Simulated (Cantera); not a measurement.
A closed system holds: 1 mol Hg, 0.31 mol O2, 0.18 mol H2, held at 0.0133 bar.

Cantera equilibrium calculation (NASA polynomials, part measured and part estimated; ideal gas, pure solids and liquids). Candidate condensed phases: H2O, Hg, HgO; 10 gas species. Rates play no part.

x: gas mole fraction; n: condensed amount in mol.

```json
[
 {"T (K)": "525", "x Hg": "0.756", "x H2O": "0.242", "x O2": "0.00122", "x OH": "<1e-12", "x O": "<1e-12", "n HgO(s)": "0.438"},
 {"T (K)": "600", "x Hg": "0.714", "x H2O": "0.129", "x O2": "0.157", "x OH": "<1e-12", "x O": "<1e-12", "n HgO(s)": "0"},
 {"T (K)": "675", "x Hg": "0.714", "x H2O": "0.129", "x O2": "0.157", "x OH": "[?]", "x O": "<1e-12", "n HgO(s)": "0"},
 {"T (K)": "750", "x Hg": "0.714", "x H2O": "0.129", "x O2": "0.157", "x OH": "[?]", "x O": "<1e-12", "n HgO(s)": "0"},
 {"T (K)": "825", "x Hg": "0.714", "x H2O": "0.129", "x O2": "0.157", "x OH": "[?]", "x O": "<1e-12", "n HgO(s)": "0"},
 {"T (K)": "900", "x Hg": "0.714", "x H2O": "0.129", "x O2": "0.157", "x OH": "[?]", "x O": "1.85e-11", "n HgO(s)": "0"},
 {"T (K)": "975", "x Hg": "0.714", "x H2O": "0.129", "x O2": "0.157", "x OH": "[?]", "x O": "2.48e-10", "n HgO(s)": "0"},
 {"T (K)": "1050", "x Hg": "0.714", "x H2O": "0.129", "x O2": "0.157", "x OH": "[?]", "x O": "2.30e-9", "n HgO(s)": "0"},
 {"T (K)": "1125", "x Hg": "0.714", "x H2O": "0.129", "x O2": "0.157", "x OH": "[?]", "x O": "1.58e-8", "n HgO(s)": "0"}
]
```

### Question
Fill in the missing entries.

### Answer

- 675, x OH: 2.98e-11
- 750, x OH: 5.33e-10
- 825, x OH: 5.67e-9
- 900, x OH: 4.07e-8
- 975, x OH: 2.16e-7
- 1050, x OH: 9.05e-7
- 1125, x OH: 3.13e-6
